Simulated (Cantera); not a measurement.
What does this Cantera script print?

```python
import numpy as np
import cantera as ct

gas_names = """
    CL CL2 H HCL H2 Sr SrCL SrCL2
""".split()
cond_names = """
    Sr(a) Sr(b) Sr(L) SrCL2(a) SrCL2(b) SrCL2(L)
""".split()


# ... load() reads the species with a 1 bar reference pressure and builds the phases ...
atoms = {
    'SrCl2': {'Sr': 1, 'CL': 2},
    'HCl': {'H': 1, 'CL': 1},
    'H2': {'H': 2},
}
top_T = {}  # K; cautious upper limits of use, not melting points


# ... equilibrate(T, P, feed) seeds the gas with the atoms and calls Mixture.equilibrate('TP', solver="vcs", rtol=1e-11, max_steps=5000) ...
results = []
feed = {'SrCl2': 1, 'HCl': 1.1, 'H2': 160}  # mol
P = 0.85  # Pa
for T in [1048, 1098, 1148, 1198, 1248, 1298, 1348, 1398, 1448, 1498, 1548]:
    mix = equilibrate(T, P, feed)
    results.append((T, P, feed, dict(zip(mix.species_names, mix.species_moles))))

top = {s: max(r[3][s] / sum(r[3][g] for g in gas_names) for r in results) for s in gas_names}
cols = sorted((s for s in top if top[s] > 1e-05), key=lambda s: -top[s])[:7]
seen = [c for c in cond_names if any(r[3].get(c, 0) > 1e-12 for r in results)]
print("log10 of partial pressures in bar; condensed amounts in mol")
print(f"{'T/K':>10s}" + "".join(f"{s[:9]:>10s}" for s in cols + seen))
for T, P, feed, n in results:
    ng = sum(n[g] for g in gas_names)
    print(f"{T:10.4g}" + "".join(f"{np.log10(max(n[s] / ng * P / 1e5, 1e-99)):10.3f}" for s in cols)
          + "".join(f"{n.get(c, 0):10.4g}" for c in seen))
```

Output:

```
log10 of partial pressures in bar; condensed amounts in mol
       T/K        H2         H       HCL     SrCL2      SrCL        Sr        CL  SrCL2(b)
      1048    -5.074   -10.649    -7.237    -7.907   -13.162   -16.476   -12.851    0.7648
      1098    -5.076   -10.145    -7.239    -7.280   -11.959   -14.831   -12.355         0
      1148    -5.076    -9.683    -7.239    -7.280   -11.434   -13.903   -11.901         0
      1198    -5.076    -9.259    -7.239    -7.280   -10.954   -13.053   -11.483         0
      1248    -5.076    -8.869    -7.239    -7.281   -10.512   -12.272   -11.099         0
      1298    -5.076    -8.508    -7.239    -7.281   -10.106   -11.551   -10.744         0
      1348    -5.077    -8.174    -7.238    -7.282    -9.730   -10.887   -10.414         0
      1398    -5.077    -7.863    -7.236    -7.285    -9.385   -10.273   -10.107         0
      1448    -5.078    -7.574    -7.232    -7.290    -9.069    -9.711    -9.817         0
      1498    -5.079    -7.304    -7.221    -7.301    -8.787    -9.206    -9.540         0
      1548    -5.081    -7.052    -7.200    -7.322    -8.547    -8.769    -9.269         0
```

These are equilibrium values from Cantera (NASA tables, ideal gas, pure condensed phases), not measurements of a reactor.
